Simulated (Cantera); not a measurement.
Gas mixture: 100 % N₂O, at 1000000 Pa, frozen composition.

Cantera's kinetic-theory transport with the Lennard-Jones parameters of GRI-Mech 3.0, ideal gas; thermal conductivity in the mixture-averaged form.

One state of this run: ρ (kg/m³) = 7.56; cp (J/kg/K) = 1150; μ (µPa s) = 30.8; λ (mW/m/K) = 47.9; Pr = 0.739; D (cm²/s) NH₃ = 0.0826; D (cm²/s) H₂O = 0.0864; D (cm²/s) H = 0.455. D: mixture-averaged diffusion coefficient of that species in the mixture.

Q: Which value of T (K) does it belong to?
A. 700
B. 1000
C. 900
D. 400

A: A, 700
